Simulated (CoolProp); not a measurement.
Vapour-liquid equilibrium of R22 (1) + dimethyl ether (2) at 6.4 bar; x and y are mole fractions of (1).

The numbers come from the multi-fluid Helmholtz-energy mixture model, Kamei 1995 and Wu 2011; pair parameters Bell 2016 in CoolProp.

| x | bubble temperature (K) | y at the bubble point | dew temperature at overall composition x (K) | liquid density (mol/L) |
|---|---|---|---|---|
| 0.05 | 301.3 | 0.043 | 301.4 | 14.28 |
| 0.2 | 302.0 | 0.194 | 302.0 | 14.33 |
| 0.35 | 301.6 | 0.383 | 301.8 | 14.38 |
| 0.5 | 299.4 | 0.594 | 300.6 | 14.45 |
| 0.65 | 294.9 | 0.786 | 298.4 | 14.54 |
| 0.8 | 288.8 | 0.921 | 294.5 | 14.60 |
| 0.95 | 282.8 | 0.989 | 286.7 | 14.56 |

y crosses x between x = 0.2 and 0.35: the model has an azeotrope there.

Pair parameters are fitted to limited data, so mixtures are less certain than the pure fluids.
